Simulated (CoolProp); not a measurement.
Properties of oxygen along the isobar 0.623 MPa (Tc = 154.6 K, pc = 5.046 MPa, ω = 0.022).

Model: reference Helmholtz-energy equation of state, Schmidt 1985, in CoolProp. Above 300 K oxygen's equation is extrapolated.

```csv
T (K),phase,density (kg/m³),cv (kJ/(kg K)),speed of sound (m/s),expansivity (1/kK),conductivity (mW/(m K)),Prandtl number
130.8,gas,?,0.6755,209.8,9.480,12.6,0.816
153.9,gas,16.28,0.6645,231.4,7.400,14.6,0.783
177.1,gas,13.92,0.6585,250.5,6.155,16.6,0.762
200.3,gas,12.20,0.6557,267.8,5.305,18.6,0.749
223.5,gas,10.87,0.6548,283.8,4.679,20.6,0.739
246.7,gas,9.807,0.6551,298.7,4.193,22.5,0.732
269.8,gas,8.943,0.6566,312.7,3.805,24.3,?
293,gas,8.219,0.6590,325.9,3.485,26.2,0.722
316.2,gas,7.605,0.6625,338.6,3.215,28.0,?
339.4,gas,7.077,0.6669,350.6,2.986,29.7,0.718
362.6,gas,6.619,0.6721,362.1,2.788,31.5,0.717
```

Question: What belongs in the gaps?

Answer: 
- 130.8, density (kg/m³): 19.73
- 269.8, Prandtl number: 0.726
- 316.2, Prandtl number: 0.719

Viscosity comes from a separate model (Lemmon 2004). Thermal conductivity comes from a separate model (Lemmon 2004).
